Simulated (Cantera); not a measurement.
**Equilibrium for carbon deposition, reforming and gasification: CO + H2O + N2**

A closed system holds: 1 mol CO, 2.7 mol H2O, 0.82 mol N2, held at 2.90 mbar.

These are equilibrium values from Cantera (NASA tables, ideal gas, pure condensed phases), not measurements of a reactor. Candidate condensed phases: C, C6H6, C7H8, C8H18, H2O; 136 gas species. The numbers say what is thermodynamically allowed, not how fast it happens.

```csv
T (°C),x H2O,x N2,x CO2,x H2,x CO,x H,x OH,x O,x O2
675,0.418,0.181,0.179,0.179,0.0423,4.12e-9,1.39e-11,<1e-12,<1e-12
825,0.436,0.181,0.161,0.161,0.0600,1.84e-7,2.20e-9,<1e-12,<1e-12
975,0.451,0.181,0.147,0.147,0.0745,3.32e-6,1.04e-7,2.34e-12,3.58e-12
1125,0.462,0.181,0.135,0.135,0.0858,3.23e-5,2.18e-6,4.73e-10,7.71e-10
1275,0.471,0.181,0.126,0.126,0.0947,0.000203,2.53e-5,3.45e-8,5.94e-8
1425,0.477,0.181,0.119,0.119,0.102,0.000927,0.000191,1.19e-6,2.14e-6
1575,0.481,0.181,0.114,0.113,0.107,0.00331,0.00104,2.32e-5,4.35e-5
1725,0.478,0.180,0.108,0.107,0.111,0.00975,0.00433,0.000288,0.000554
1875,0.457,0.176,0.0989,0.105,0.116,0.0251,0.0140,0.00236,0.00434
2025,0.392,0.166,0.0779,0.113,0.126,0.0599,0.0332,0.0120,0.0173
2175,0.277,0.149,0.0491,0.125,0.135,0.131,0.0563,0.0390,0.0355
```
x: gas mole fraction; nothing condenses.

From 675 °C to 2175 °C nothing is condensed. The main C-bearing gas is CO2 at 675 °C and CO at 2175 °C.
